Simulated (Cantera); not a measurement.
Charge: 1 mol SiHCl3, 0.087 mol Cl2, 480 mol H2, held at 22.0 mbar.

These are equilibrium values from Cantera (NASA tables, ideal gas, pure condensed phases), not measurements of a reactor. Candidate condensed phases: Si; 19 gas species. Gases not in the tables: Si2H6 and higher silanes. The numbers say what is thermodynamically allowed, not how fast it happens.

Problem. Which condensed phases are stable at each of these points (T (°C)): 577, 727, 877, 1027, 1177, 1327, 1477?

Solution. 
| T (°C) | condensed phases | Si condensed (%) |
|---|---|---|
| 577 | Si(s) | 36.8 |
| 727 | Si(s) | 84.7 |
| 877 | Si(s) | 94.9 |
| 1027 | Si(s) | 94.6 |
| 1177 | Si(s) | 93.9 |
| 1327 | Si(s) | 92.7 |
| 1477 | Si(l) | 88.2 |

From 577 °C to 1327 °C the condensed part is Si(s). At 1477 °C the condensed part is Si(l).
